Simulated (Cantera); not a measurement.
**Ignition delay**

Mixture: 36.3 % CO, 5.44 % H2, 12.3 % O2, 46.0 % N2, at 2.07 atm, adiabatic and at constant volume. Ignition delay is the time to a rise of 400 K.

Detailed kinetics in Cantera: GRI-Mech 3.0 (53 species, 325 reactions). The hydrogen kinetics of GRI-Mech 3.0 are dated; newer H2 mechanisms differ, most at raised pressure. Where the delays flatten at high temperature, the 400 K rule measures the pace of heat release, not the induction time.

| T0 (K) | delay (ms) |
|---|---|
| 1273 | 0.0295 |
| 1323 | 0.0241 |
| 1373 | 0.0204 |
| 1423 | 0.0177 |
| 1473 | 0.0158 |
| 1523 | 0.0143 |
| 1573 | 0.0132 |
| 1623 | 0.0124 |
| 1673 | 0.0118 |
